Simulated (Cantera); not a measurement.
Cantera run:

```python
import numpy as np
import cantera as ct

gas_names = """
    CL CL2 H HCL H2 N NH NH2 NH3 N2 N2H2 N2H4 Si SiCL SiCL2 SiCL3 SiCL4 SiH SiHCL3 SiH2 SiH2CL2 SiH3
    SiH3CL SiH4 SiN Si2 Si2N Si3
""".split()
cond_names = """
    NH4CL(a) NH4CL(b) Si(cr) Si(L) Si3N4(a)
""".split()


# ... load() reads the species with a 1 bar reference pressure and builds the phases ...
atoms = {
    'SiH2Cl2': {'Si': 1, 'H': 2, 'CL': 2},
    'N2': {'N': 2},
    'H2': {'H': 2},
}
top_T = {'Si3N4(a)': 2400}  # K; cautious upper limits of use, not melting points


# ... equilibrate(T, P, feed) seeds the gas with the atoms and calls Mixture.equilibrate('TP', solver="vcs", rtol=1e-11, max_steps=5000) ...
results = []
feed = {'SiH2Cl2': 1, 'N2': 14, 'H2': 0.35}  # mol
P = 1333.22  # Pa
for T in [1575, 1625, 1675, 1725, 1775, 1825, 1875, 1925, 1975]:
    mix = equilibrate(T, P, feed)
    results.append((T, P, feed, dict(zip(mix.species_names, mix.species_moles))))

top = {s: max(r[3][s] / sum(r[3][g] for g in gas_names) for r in results) for s in gas_names}
cols = sorted((s for s in top if top[s] > 0.001), key=lambda s: -top[s])[:7]
seen = [c for c in cond_names if any(r[3].get(c, 0) > 1e-12 for r in results)]
print("log10 of partial pressures in bar; condensed amounts in mol")
print(f"{'T/K':>10s}" + "".join(f"{s[:9]:>10s}" for s in cols + seen))
for T, P, feed, n in results:
    ng = sum(n[g] for g in gas_names)
    print(f"{T:10.4g}" + "".join(f"{np.log10(max(n[s] / ng * P / 1e5, 1e-99)):10.3f}" for s in cols)
          + "".join(f"{n.get(c, 0):10.4g}" for c in seen))
```

Output:

```
log10 of partial pressures in bar; condensed amounts in mol
       T/K        N2       HCL        H2     SiCL2         H        Si     SiCL3     Si(L)  Si3N4(a)
      1575    -1.944    -3.017    -3.189    -3.495    -5.976    -8.421    -4.720         0    0.1969
      1625    -1.944    -3.083    -3.148    -3.404    -5.726    -7.719    -4.838         0     0.169
      1675    -1.944    -3.155    -3.114    -3.336    -5.492    -7.059    -4.973         0    0.1432
      1725    -1.944    -3.231    -3.086    -3.284    -5.274    -6.438    -5.120         0    0.1201
      1775    -1.944    -3.310    -3.063    -3.245    -5.070    -5.853    -5.272         0   0.09968
      1825    -1.943    -3.378    -3.054    -3.226    -4.883    -5.342    -5.420    0.2528         0
      1875    -1.943    -3.368    -3.058    -3.231    -4.713    -5.043    -5.504    0.2518         0
      1925    -1.944    -3.359    -3.063    -3.237    -4.551    -4.759    -5.584     0.245         0
      1975    -1.945    -3.353    -3.069    -3.244    -4.398    -4.490    -5.662    0.2282         0
```

These are equilibrium values from Cantera (NASA tables, ideal gas, pure condensed phases), not measurements of a reactor. The tables' values for SiCl3, SiCl, SiN are old estimates; treat these amounts as uncertain.
